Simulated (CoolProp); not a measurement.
Computed with CoolProp (reference Helmholtz-energy equation of state, de Reuck 1990).

Question: For fluorine, give the phase and the density (kg/m³), cp (kJ/(kg K)), speed of sound (m/s), expansivity (1/kK) at -120.55 °C and 4.44 MPa; -120.55 °C and 11.1 MPa; -120.55 °C and 20 MPa.

Answer: 
- -120.55 °C and 4.44 MPa: gas; density 189, cp 1.55, speed of sound 187, expansivity 19.6
- -120.55 °C and 11.1 MPa: supercritical; density 907, cp 2.38, speed of sound 327, expansivity 18.6
- -120.55 °C and 20 MPa: supercritical; density 1070, cp 1.67, speed of sound 464, expansivity 8.45
